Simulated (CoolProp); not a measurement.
Values from CoolProp's reference Helmholtz-energy equation of state, Schroeder 2014.

Task: For ethanol, give the phase and the density (kg/m³), cp (kJ/(kg K)), cv (kJ/(kg K)), isothermal compressibility (1/MPa) at 346.85 °C and 3.13 MPa.

Result: 
- 346.85 °C and 3.13 MPa: gas; density 29.8, cp 2.63, cv 2.34, isothermal compressibility 0.342
